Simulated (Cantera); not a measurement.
N2O furnace oxynitridation

An isothermal, constant-pressure homogeneous reactor starts with N2O : H2O = 1 : 0.14 (molar parts), at 1050 K and 1330 Pa.

Cantera simulation using GRI-Mech 3.0 (53 species, 325 reactions); the numbers are that mechanism's predictions, not measurements. GRI-Mech 3.0 was tuned for natural gas; its chemistry of N2O as a main component is partial and can be far from experiment. Radical loss at walls, strong at low pressure, is not modelled. The mechanism lacks the step 2 NO + O2 → 2 NO2, which can matter for NO2 below about 1400 K. The temperature is held fixed by assumption; the heat of reaction is taken as removed at once.

```
t (s)     x N2O  x H2O      x O      x OH      x NO       x H     x HO2
--------  -----  -----  -------  --------  --------  --------  --------
2.00e-5   0.877  0.123  4.42e-9  8.11e-12  5.26e-12    <1e-12    <1e-12
6.02e-5   0.877  0.123  1.30e-8  7.22e-11  4.68e-11    <1e-12    <1e-12
0.000181  0.877  0.123  3.64e-8  6.22e-10  4.04e-10    <1e-12    <1e-12
0.000545  0.877  0.123  8.93e-8   4.91e-9   3.19e-9    <1e-12  1.04e-11
0.00164   0.877  0.123  1.60e-7   3.10e-8   2.03e-8  1.21e-12  2.15e-10
0.00494   0.877  0.123  1.85e-7   1.36e-7   9.00e-8  7.15e-12   3.23e-9
0.0149    0.877  0.123  1.85e-7   4.38e-7   3.07e-7  2.45e-11   3.48e-8
0.0447    0.877  0.123  1.85e-7   1.16e-6   9.59e-7  7.08e-11   2.89e-7
0.135     0.877  0.123  1.85e-7   2.04e-6   2.86e-6  1.50e-10   1.41e-6
0.405     0.877  0.123  1.85e-7   2.27e-6   7.59e-6  1.85e-10   2.19e-6
1.22      0.876  0.123  1.85e-7   2.66e-6   1.80e-5  1.94e-10   1.86e-6
3.67      0.875  0.123  1.82e-7   3.03e-6   4.11e-5  1.90e-10   1.54e-6
11.0      0.870  0.123  1.75e-7   3.49e-6  0.000113  1.64e-10   1.20e-6
33.2      0.856  0.122  1.62e-7   4.26e-6  0.000388  1.31e-10   7.62e-7
100       0.816  0.120  1.49e-7   5.17e-6   0.00135  1.09e-10   3.90e-7
```
x: mole fraction; the columns are a selection and need not sum to one.

Equilibrium at this temperature and pressure: N2O 4.48e-10, H2O 0.0854, O 3.22e-9, OH 8.73e-7, NO 5.63e-5, H 1.56e-12, HO2 8.28e-10 (gas phase only).
